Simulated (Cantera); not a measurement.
A closed system holds: 1 mol Zr, 0.34 mol O₂, 0.27 mol N₂O, at 1.00 bar.

Cantera equilibrium calculation (NASA polynomials, part measured and part estimated; ideal gas, pure solids and liquids). Candidate condensed phases: Zr, ZrN, ZrO₂; 13 gas species. ZrN: taken at fixed stoichiometry. Condensed phases not in the tables: solid solutions among these carbides, nitrides and lower oxides. Rates play no part. All values below are at 898 K.

Base state: N₂ 1.00 (mole fractions); condensed: ZrN(s) + ZrO₂(monoclinic).

Q: What changes in the equilibrium state with this change: Zr replaced by Cr?

A: 
```json
[
 {"species": "N₂", "before": "1.00", "after": "1.00"},
 {"species": "ZrN(s), mol", "before": "0.525", "after": "0"},
 {"species": "ZrO₂(monoclinic), mol", "before": "0.475", "after": "0"},
 {"species": "CrN(s), mol", "before": "0", "after": "0.367"},
 {"species": "Cr₂O₃(s), mol", "before": "0", "after": "0.317"}
]
```
Further candidate phases: Cr, CrN, Cr₂N, Cr₂O₃.
